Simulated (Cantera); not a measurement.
CH3F + F2 (fluorocarbon and chlorocarbon gases)

Charge: 1 mol CH3F, a varied amount of F2, at 1348.15 K and 210 Pa.

Cantera equilibrium calculation (NASA polynomials, part measured and part estimated; ideal gas, pure solids and liquids). Candidate condensed phases: C, C6H6, C7H8, C8H18; 95 gas species. Gases not in the tables: C2F6 and larger saturated fluorocarbons. Equilibrium is a limit: real reactors are often held back by kinetics, nucleation or transport.

From 0.096 mol F2 to 1.8 mol F2 the condensed part is C(graphite). The main C-bearing gas is CH4 at 0.096 mol F2 and CF4 at 1.8 mol F2.

```tsv
n(F2) (mol)	x HF	x H2	x CF4	x H	x CF2	x F	x CF3	x CH4	n C(graphite)
0.096	0.569	0.431	<1e-12	3.32e-5	<1e-12	3.56e-10	<1e-12	2.28e-6	1.000
0.24	0.661	0.339	<1e-12	2.95e-5	<1e-12	4.66e-10	<1e-12	1.41e-6	1.000
0.39	0.745	0.255	<1e-12	2.56e-5	<1e-12	6.06e-10	<1e-12	7.97e-7	1.000
0.53	0.814	0.186	<1e-12	2.18e-5	<1e-12	7.77e-10	<1e-12	4.22e-7	1.000
0.68	0.881	0.119	<1e-12	1.75e-5	<1e-12	1.05e-9	<1e-12	1.74e-7	1.000
0.83	0.940	0.0601	<1e-12	1.24e-5	1.39e-12	1.58e-9	<1e-12	4.42e-8	1.000
0.97	0.990	0.0101	<1e-12	5.08e-6	9.17e-12	4.05e-9	<1e-12	1.25e-9	1.00
1.1	0.984	9.60e-9	0.0164	4.96e-9	9.53e-6	4.13e-6	8.63e-7	<1e-12	0.950
1.3	0.952	5.28e-9	0.0476	3.68e-9	1.62e-5	5.39e-6	1.92e-6	<1e-12	0.850
1.4	0.937	4.47e-9	0.0625	3.38e-9	1.86e-5	5.77e-6	2.36e-6	<1e-12	0.800
1.6	0.909	3.48e-9	0.0909	2.99e-9	2.24e-5	6.33e-6	3.12e-6	<1e-12	0.700
1.7	0.896	3.15e-9	0.104	2.84e-9	2.41e-5	6.56e-6	3.46e-6	<1e-12	0.650
1.8	0.882	2.88e-9	0.118	2.72e-9	2.55e-5	6.75e-6	3.79e-6	<1e-12	0.600
```
x: gas mole fraction; n: condensed amount in mol.
